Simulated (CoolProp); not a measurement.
Vapour-liquid equilibrium of R143a (1) + fluoroethane (R161) (2) at 0.25 MPa; x and y are mole fractions of (1).

Model: multi-fluid Helmholtz-energy mixture model, Lemmon and Jacobsen 2000 and Wu 2012; pair parameters Bell 2016, in CoolProp.

Task: Give the bubble temperature and the first vapour's composition at x = 0.2, 0.35, 0.8. Is there an azeotrope?

Result: x = 0.2: 254.6 K, y = 0.270; x = 0.35: 252.9 K, y = 0.439; x = 0.8: 248.6 K, y = 0.848. No azeotrope shows between x = 0.05 and 0.95.

Pair parameters are fitted to limited data, so mixtures are less certain than the pure fluids.
